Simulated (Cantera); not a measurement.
A closed system holds: 1 mol SiO2, a varied amount of H2, 0.1 mol H2O, equilibrated at 2223 K and 13.3 mbar.

These are equilibrium values from Cantera (NASA tables, ideal gas, pure condensed phases), not measurements of a reactor. Candidate condensed phases: H2O, Si, SiO2; 18 gas species. The tables hold silica as quartz up to 1696 K and as liquid above; real silica turns to tridymite and cristobalite and melts near 1996 K. Rates play no part.

Task: Which condensed phases are stable at each of these points (n(H2) (mol)): 0.33, 0.71, 1.5, 3.3, 7, 15, 32, 69, 150?

Result: 
| n(H2) (mol) | condensed phases | Si condensed (%) |
|---|---|---|
| 0.33 | SiO2(l) | 91.6 |
| 0.71 | SiO2(l) | 79.5 |
| 1.5 | SiO2(l) | 53.7 |
| 3.3 | gas only | 0.0 |
| 7 | gas only | 0.0 |
| 15 | gas only | 0.0 |
| 32 | gas only | 0.0 |
| 69 | gas only | 0.0 |
| 150 | gas only | 0.0 |

From 0.33 mol H2 to 1.5 mol H2 the condensed part is SiO2(l). From 3.3 mol H2 to 150 mol H2 nothing is condensed.
